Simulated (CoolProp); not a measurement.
Vapour-liquid equilibrium of ethylene (1) + ethane (2) at 0.394 MPa; x and y are mole fractions of (1).

Model: multi-fluid Helmholtz-energy mixture model, Smukala 2000 and Bücker 2006; pair parameters Bell 2016, in CoolProp.

```tsv
x	bubble temperature, mixture model (K)	bubble temperature, Raoult's law (K)	y, mixture model	y, Raoult's law
0.05	212.6	212.9	0.099	0.095
0.15	210.0	210.6	0.264	0.262
0.25	207.8	208.5	0.397	0.403
0.35	205.9	206.5	0.510	0.524
0.45	204.2	204.7	0.608	0.627
0.55	202.6	203.0	0.695	0.717
0.65	201.1	201.4	0.774	0.795
0.75	199.8	199.9	0.847	0.863
0.85	198.4	198.5	0.913	0.923
0.95	197.1	197.2	0.973	0.976
```

The largest gap from Raoult's law is -0.7 K in bubble temperature, at x = 0.25. No azeotrope shows between x = 0.05 and 0.95.

Pair parameters are fitted to limited data, so mixtures are less certain than the pure fluids.
